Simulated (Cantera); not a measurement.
A closed system holds: 1 mol C2H6, 0.4 mol CO2, at 950 K and 1580 Torr.

Equilibrium computed with Cantera from the NASA thermochemical tables; the gas is ideal and each condensed phase is pure. Candidate condensed phases: C, C6H6, C7H8, C8H18, H2O; 110 gas species. Equilibrium is a limit: real reactors are often held back by kinetics, nucleation or transport.

Base state: H2 0.624, CH4 0.137, H2O 0.115, CO 0.0937, CO2 0.0308 (mole fractions); condensed: C(graphite).

Problem. What changes in the equilibrium state with this change: temperature from 950 K to 1198.15 K?

Solution. 
| species | before | after |
|---|---|---|
| H2 | 0.624 | 0.765 |
| CO | 0.0937 | 0.205 |
| CH4 | 0.137 | 0.0197 |
| CO2 | 0.0308 | 0.00171 |
| H2O | 0.115 | 0.00872 |
| C(graphite), mol | 1.63 | 1.57 |
